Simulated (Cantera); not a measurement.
An isothermal, constant-pressure homogeneous reactor starts with CH4 : H2 = 1 : 6.6 (molar parts), at 1725 K and 20.0 Torr.

Model: GRI-Mech 3.0 (53 species, 325 reactions), integrated in Cantera. GRI-Mech 3.0 stops at C3 and has no aromatics, soot or wall deposition, so with more carbon than oxygen in the feed, carbon stays in small species such as C2H2 where larger ones or solid carbon would form. Radical loss at walls, strong at low pressure, is not modelled.

x: mole fraction; the columns are a selection and need not sum to one.

```
t (s)       x CH4   x H2     x C2H       x H    x C2H4
--------  -------  -----  --------  --------  --------
2.00e-6     0.132  0.868    <1e-12   2.04e-7    <1e-12
9.35e-6     0.132  0.868    <1e-12   7.79e-7    <1e-12
4.37e-5     0.132  0.868    <1e-12   2.72e-6  3.74e-11
0.000205    0.132  0.868    <1e-12         …         …
0.000956    0.131  0.868    <1e-12   5.21e-5   7.74e-7
0.00447     0.131  0.868  1.84e-11  0.000239   7.16e-5
0.0209      0.120  0.873   1.59e-8  0.000681   0.00104
0.0978     0.0759  0.898   1.27e-7  0.000777  0.000512
0.457           …  0.927         …         …         …
2.14      0.00479  0.938   4.03e-7   0.00108   5.85e-5
10.0      0.00105  0.940   4.26e-7   0.00111   5.77e-5
```

**Question.** Fill in the missing entries.

**Answer.** 
- 0.000205, x H: 1.14e-5
- 0.000205, x C2H4: 6.72e-9
- 0.457, x CH4: 0.0245
- 0.457, x C2H: 2.99e-7
- 0.457, x H: 0.000940
- 0.457, x C2H4: 0.000106
